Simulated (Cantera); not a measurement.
Thermodynamics of halide evaporation, hydrolysis and transport, feed BaF2 + H2

Input: 1 mol BaF2, 2.7 mol H2, at 0.113 Torr.

These are equilibrium values from Cantera (NASA tables, ideal gas, pure condensed phases), not measurements of a reactor. Candidate condensed phases: Ba, BaF2; 14 gas species. Equilibrium is a limit: real reactors are often held back by kinetics, nucleation or transport.

| T (K) | x H2 | x BaF2 | x H | x HF | x BaF | x Ba | x F | n BaF2(s) |
|---|---|---|---|---|---|---|---|---|
| 673 | 1.00 | <1e-12 | <1e-12 | <1e-12 | <1e-12 | <1e-12 | <1e-12 | 1.00 |
| 823 | 1.00 | 2.64e-12 | 5.99e-10 | 9.07e-11 | 6.24e-11 | 8.28e-12 | <1e-12 | 1.00 |
| 973 | 1.00 | 1.73e-8 | 8.83e-8 | 6.40e-8 | 6.01e-8 | 1.92e-9 | <1e-12 | 1.00 |
| 1123 | 1.000 | 9.97e-6 | 3.48e-6 | 8.16e-6 | 7.99e-6 | 8.60e-8 | <1e-12 | 1.000 |
| 1273 | 0.998 | 0.00115 | 5.82e-5 | 0.000316 | 0.000313 | 1.53e-6 | <1e-12 | 0.996 |
| 1423 | 0.945 | 0.0439 | 0.000527 | 0.00530 | 0.00528 | 1.44e-5 | 4.53e-11 | 0.860 |
| 1573 | 0.705 | 0.240 | 0.00279 | 0.0261 | 0.0260 | 7.74e-5 | 4.69e-9 | 0 |
| 1723 | 0.677 | 0.214 | 0.0123 | 0.0482 | 0.0475 | 0.000341 | 9.71e-8 | 0 |
| 1873 | 0.627 | 0.179 | 0.0417 | 0.0765 | 0.0742 | 0.00115 | 1.21e-6 | 0 |
| 2023 | 0.540 | 0.138 | 0.114 | 0.106 | 0.0998 | 0.00308 | 1.01e-5 | 0 |
x: gas mole fraction; n: condensed amount in mol.

From 673 K to 1423 K the condensed part is BaF2(s). From 1573 K to 2023 K nothing is condensed.
